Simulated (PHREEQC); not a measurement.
PHREEQC input (ion-association model, phreeqc.dat):

```
SOLUTION 1
  temp 25
  units mol/kgw
  pH 7 charge
  Cl 0.31
  Na 0.31
END
SELECTED_OUTPUT 1
  -reset false
  -pH true
  -pe true
  -ionic_strength true
  -water true
  -totals Cl Na Hdg
  -molalities H+ Na+ Cl- OH- NaOH
  -saturation_indices Halite
USER_PUNCH 1
  -headings p_Hdg(g) phi_Hdg(g) p_H2O(g) phi_H2O(g) density
  10 PUNCH PR_P("Hdg(g)"), PR_PHI("Hdg(g)"), PR_P("H2O(g)"), PR_PHI("H2O(g)"), RHO
PRINT
  -reset false
USE solution 1
REACTION_TEMPERATURE 1
  25
GAS_PHASE 1
  -fixed_pressure
  -pressure 2
  -temperature 25
  -volume 20
  Hdg(g) 2
  H2O(g) 0
END
# ... the last block is repeated for the other 12 points of P (atm)
```

Selected output (columns that matter, 13 of 13 rows; P (atm) added in front):

```
P (atm)	pH	mu	Cl	Na	Hdg	m_H+	m_Na+	m_Cl-	si_Halite	p_Hdg(g)	phi_Hdg(g)	p_H2O(g)	phi_H2O(g)	density
2	6.9666	0.31015	0.31015	0.31015	0.0014514	1.3828e-07	0.31015	0.31015	-2.8896	1.9686	1.0005	0.031382	0.9913	1.0096
5	6.966	0.31015	0.31015	0.31015	0.0036529	1.3845e-07	0.31015	0.31015	-2.8901	4.9682	1.0013	0.031829	0.9795	1.0097
10	6.9651	0.31015	0.31015	0.31015	0.0072957	1.3873e-07	0.31015	0.31015	-2.8908	9.9674	1.0026	0.032582	0.96033	1.0098
20	6.9633	0.31016	0.31016	0.31016	0.014484	1.3931e-07	0.31016	0.31016	-2.8923	19.966	1.0054	0.03412	0.92374	1.01
30	6.9614	0.31016	0.31016	0.31016	0.021545	1.3988e-07	0.31016	0.31016	-2.8937	29.964	1.0082	0.035697	0.88935	1.0103
40	6.9596	0.31017	0.31017	0.31017	0.028482	1.4045e-07	0.31017	0.31017	-2.8952	39.963	1.0111	0.037313	0.857	1.0105
50	6.9578	0.31017	0.31018	0.31018	0.0353	1.4103e-07	0.31018	0.31018	-2.8966	49.961	1.0142	0.038969	0.82656	1.0108
75	6.9533	0.31019	0.31019	0.31019	0.051842	1.4246e-07	0.31019	0.31019	-2.9001	74.957	1.0221	0.043271	0.75796	1.0114
100	6.9488	0.31021	0.31021	0.31021	0.067703	1.4389e-07	0.31021	0.31021	-2.9035	99.952	1.0306	0.047799	0.69865	1.0121
150	6.94	0.31025	0.31025	0.31025	0.097548	1.4676e-07	0.31025	0.31025	-2.9102	149.94	1.0492	0.057484	0.60225	1.0135
200	6.9313	0.31029	0.31029	0.31029	0.12513	1.4963e-07	0.31029	0.31029	-2.9165	199.93	1.0698	0.06792	0.52833	1.0149
300	6.9145	0.31037	0.31037	0.31037	0.17441	1.5537e-07	0.31037	0.31037	-2.9285	299.91	1.1164	0.090642	0.42519	1.0178
400	6.8982	0.31044	0.31044	0.31044	0.21702	1.6112e-07	0.31044	0.31044	-2.9394	399.88	1.1698	0.1152	0.35913	1.0209
```

Complexes and solids missing from the database can't appear.
